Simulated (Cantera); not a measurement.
A closed system holds: 1 mol Si, 0.011 mol HCl, 1.3 mol N2, equilibrated at 1623.15 K and 38.0 mbar.

These are equilibrium values from Cantera (NASA tables, ideal gas, pure condensed phases), not measurements of a reactor. Candidate condensed phases: NH4Cl, Si, Si3N4; 28 gas species. The tables' values for SiCl3 are old estimates; treat these amounts as uncertain. Kinetics and transport are ignored.

Base state: N2 0.983, HCl 0.00906, H2 0.00397, SiCl2 0.00376, SiCl3 0.000126, Cl 4.02e-5, H 2.24e-5 (mole fractions); condensed: Si3N4(s).

Q: What changes in the equilibrium state with this change: temperature from 1623.15 K to 1223.15 K?

A: 
```tsv
species	before	after
N2	0.983	0.984
HCl	0.00906	0.0139
H2	0.00397	0.00159
SiCl2	0.00376	3.93e-5
SiCl4	9.90e-6	0.000731
H	2.24e-5	6.18e-8
Cl	4.02e-5	4.63e-7
Si3N4(s), mol	0.332	0.333
```
N2 is the only nitrogen source here; it is nearly inert below about 1500 K, so the nitride shown seldom forms there in practice.
